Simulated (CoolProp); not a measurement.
Vapour-liquid equilibrium of R134a (1) + R236FA (2) at 0.239 MPa; x and y are mole fractions of (1).

Model: multi-fluid Helmholtz-energy mixture model, Tillner-Roth 1994 and Pan 2012; pair parameters Bell 2016, in CoolProp.

| x | bubble temperature (K) | y at the bubble point | dew temperature at overall composition x (K) | liquid density (mol/L) |
|---|---|---|---|---|
| 0.05 | 292.4 | 0.106 | 293.4 | 9.189 |
| 0.2 | 287.1 | 0.366 | 290.6 | 9.683 |
| 0.35 | 282.5 | ? | 287.5 | 10.20 |
| 0.5 | 278.4 | 0.708 | 284.0 | 10.75 |
| 0.65 | 274.8 | 0.822 | 280.1 | ? |
| 0.8 | 271.5 | ? | 275.5 | 11.96 |
| 0.95 | 268.6 | ? | 269.9 | 12.63 |

Fill in the missing entries.


- 0.35, y at the bubble point: 0.560
- 0.65, liquid density (mol/L): 11.33
- 0.8, y at the bubble point: 0.911
- 0.95, y at the bubble point: 0.980

No azeotrope shows between x = 0.05 and 0.95.

The pair parameters rest on a limited set of measurements; away from them the model extrapolates.
